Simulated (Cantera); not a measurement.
What does this Cantera script print?

```python
import numpy as np
import cantera as ct

gas_names = """
    AL ALH ALN AL2 H H2 N NH NH2 NH3 N2 N2H2 N2H4
""".split()
cond_names = """
    AL(cr) AL(L) ALN(s)
""".split()


def load(file, names, dense=False):
    # The tables refer to 1 bar. Condensed volumes are neglected.
    table = {s.name: s for s in ct.Species.list_from_file(file)}
    out = []
    for n in names:
        d = dict(table[n].input_data)
        d["thermo"] = dict(d["thermo"], **{"reference-pressure": 1e5})
        if dense:
            d["equation-of-state"] = {"model": "constant-volume", "density": "1e6 g/cm^3"}
        out.append(ct.Species.from_dict(d))
    return out


gas = ct.Solution(thermo="ideal-gas", species=load("nasa_gas.yaml", gas_names))
cond = {s.name: ct.Solution(thermo="fixed-stoichiometry", species=[s], name=s.name)
        for s in load("nasa_condensed.yaml", cond_names, dense=True)}
atoms = {
    'Al': {'AL': 1},
    'N2': {'N': 2},
    'H2': {'H': 2},
}
top_T = {'ALN(s)': 2750}  # K; cautious upper limits of use, not melting points


def equilibrate(T, P, feed):
    n = {}
    for name, mol in feed.items():
        for a, k in atoms[name].items():
            n[a] = n.get(a, 0.0) + k * mol
    gas.TPX = T, P, n
    mass = sum(n.values()) * gas.mean_molecular_weight
    gas.equilibrate("TP")
    valid = [c for c in cond.values() if c.min_temp <= T <= top_T.get(c.name, c.max_temp)]
    mix = ct.Mixture([(gas, mass / gas.mean_molecular_weight)] + [(c, 0.0) for c in valid])
    mix.T, mix.P = T, P
    mix.equilibrate("TP", solver="vcs", rtol=1e-11, max_steps=5000)
    return mix


results = []
feed = {'Al': 1, 'N2': 0.66, 'H2': 1.1}  # mol
T = 1223.15  # K
P = 27  # Pa
mix = equilibrate(T, P, feed)
results.append((T, P, feed, dict(zip(mix.species_names, mix.species_moles))))
x = sorted(zip(gas.X, gas.species_names), reverse=True)
print(f"T = {T:g} K  P = {P:g} Pa  gas = {mix.phase_moles(0):.4g} mol")
print("   x: " + "  ".join(f"{s} {v:.3e}" for v, s in x if v > 1e-05))
print("   condensed (mol): " + ("  ".join(f"{mix.phase(i).name} {mix.phase_moles(i):.4g}"
      for i in range(1, mix.n_phases) if mix.phase_moles(i) > 1e-12) or "none"))
```

It prints:

```
T = 1223.15 K  P = 27 Pa  gas = 1.26 mol
   x: H2 8.730e-01  N2 1.270e-01  H 1.714e-05
   condensed (mol): ALN(s) 1
```

Method: chemical equilibrium by Gibbs-energy minimisation in Cantera with the NASA 1993 tables (ideal gas, pure condensed phases).
